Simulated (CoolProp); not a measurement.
A Linde-Hampson liquefier for dry air: isothermal reversible compression at 230 K from 1 atm to 5 MPa, throttling to 1 atm, return gas leaving the recuperator 5 K below the feed. Each further row changes one setting.

Values from CoolProp's reference Helmholtz-energy equation of state, Lemmon 2000. It is a pseudo-pure fit of the blend.

| case | liquid yield per pass | compression work (kJ/kg of gas) |
|---|---|---|
| as stated | ___ | 253 |
| high pressure 10 MPa | ___ | 295 |
| warm-end temperature 260 K | 0.025 | ___ |
| warm-end gap 10 K | 0.025 | 253 |

Task: Complete the blanks.

Result: 
- as stated, liquid yield per pass: 0.039
- high pressure 10 MPa, liquid yield per pass: 0.090
- warm-end temperature 260 K, compression work (kJ/kg of gas): 288
